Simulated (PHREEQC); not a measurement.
Make-up at 20 °C: 0.023 mol/kgw CuSO4, 0.008 mol/kgw HCl and 0.00087 mol/kgw Na2SO4. It is in equilibrium with CO2 at log p = -3.5 (atm). Otherwise closed; pH follows from the charge balance.

Model: ion-association model, phreeqc.dat, run in PHREEQC.

Q: The ionic strength comes out as 0.0662 mol/kgw. What activity coefficients do HSO4-, CuCl+, Na+, Cu+2, Cl- get?

A: HSO4- 0.81, CuCl+ 0.80, Na+ 0.81, Cu+2 0.45, Cl- 0.80.

No solid was allowed to form.
